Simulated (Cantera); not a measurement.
An isothermal, constant-pressure homogeneous reactor starts with H₂ : O₂ = 0.033 : 1 (molar parts), equivalence ratio 0.017, at 948 K and 0.0263 atm.

Model: the H2/O2 subset of GRI-Mech 3.0, which has no nitrogen chemistry, integrated in Cantera. Radical loss at walls, strong at low pressure, is not modelled. Below about 950 K walls govern HO2 and H2O2 in real vessels.

One state of this run: x H₂ = 1.08e-7; x O₂ = 0.968; x O = 1.14e-6; x H = 2.90e-9; x H₂O₂ = 1.17e-8. x: mole fraction; the columns are a selection and need not sum to one.

**Question.** Which value of t (s) does it belong to?
A. 0.000172
B. 0.000739
C. 20.0
D. 1.08

**Answer.** D, 1.08
